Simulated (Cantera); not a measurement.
Source: NASA polynomial tables (part measured, part estimated), evaluated in Cantera. Values are per mole of reaction as written; species without (g) are pure solids or liquids, kept so even where they would boil at 1 bar.

4 SiH3Cl(g) = 3 SiH4(g) + 2 Cl2(g) + Si(g)

```tsv
T (K)	ΔH° (kJ)	ΔS° (J/K)	ΔG° (kJ)	log10 K
2500	1105.8	216.2	565.2	-11.81
2525	1105.7	216.2	559.8	-11.58
2550	1105.6	216.1	554.4	-11.36
2575	___	___	___	___
2600	___	___	___	___
```

**Question.** Complete the blanks.

**Answer.** 
- 2575, ΔH° (kJ): 1105.4
- 2575, ΔS° (J/K): 216.1
- 2575, ΔG° (kJ): 549.0
- 2575, log10 K: -11.14
- 2600, ΔH° (kJ): 1105.3
- 2600, ΔS° (J/K): 216.0
- 2600, ΔG° (kJ): 543.6
- 2600, log10 K: -10.92
